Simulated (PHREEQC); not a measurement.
Make-up at 25 °C: 0.041 mol HBF4 per kg of water. Closed to the air; pH follows from the charge balance.

Model: ion-association model, phreeqc.dat, run in PHREEQC.

This is a speciation only: nothing precipitates in the calculation.

**Question.** Predict the pH.

**Answer.** pH 1.47.

**Question.** In which forms is F present?

**Answer.** BF4- 91 %, HF 6.3 %, BF3OH- 2.4 % of the F.

Complexes and solids missing from the database can't appear. Real BF4- forms and hydrolyses slowly; the run takes it at equilibrium.
